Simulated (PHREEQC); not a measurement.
Solution (25 °C): 0.07 mol Pb(NO3)2, 0.00027 mol NaCl and 0.00089 mol Na2SO4 per kg of water. Closed to the air; pH follows from the charge balance.

Equilibrium calculation in PHREEQC: ion-association model, wateq4f.dat.

Precipitation was switched off in this run.

Q: Order these S species by the share of S that they hold, largest first: PbSO4, SO4-2, Pb(SO4)2-2.

A: PbSO4 (71 %), SO4-2 (28 %), Pb(SO4)2-2 (0.19 %)

The pH is 4.45 and the ionic strength 0.162 mol/kgw. Examples of supersaturated solids here: Anglesite, Larnakite. Others may be too.
